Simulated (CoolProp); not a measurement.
Vapour-liquid equilibrium of n-decane (1) + n-dodecane (2) at 330 K; x and y are mole fractions of (1).

Model: multi-fluid Helmholtz-energy mixture model, Lemmon 2006 and Lemmon 2004; pair parameters Bell 2016, in CoolProp.

```csv
x,bubble pressure (kPa),y at the bubble point,dew pressure at overall composition x (kPa),liquid density (mol/L)
0.05,0.2398,0.265,0.1938,4.269
0.125,0.3232,0.498,0.2077,4.314
0.2,0.4082,0.637,0.2237,4.361
0.275,0.4938,0.729,0.2425,4.408
0.35,0.5793,0.793,0.2647,4.456
0.425,0.6641,0.840,0.2914,4.506
0.5,0.7480,0.876,0.3241,4.557
0.575,0.8307,0.905,0.3652,4.609
0.65,0.9124,0.928,0.4183,4.662
0.725,0.9932,0.948,0.4897,4.717
0.8,1.073,0.965,0.5907,4.773
0.875,1.154,0.979,0.7444,4.831
0.95,1.234,0.992,1.003,4.891
```

No azeotrope shows between x = 0.05 and 0.95.

Pair parameters are fitted to limited data, so mixtures are less certain than the pure fluids.
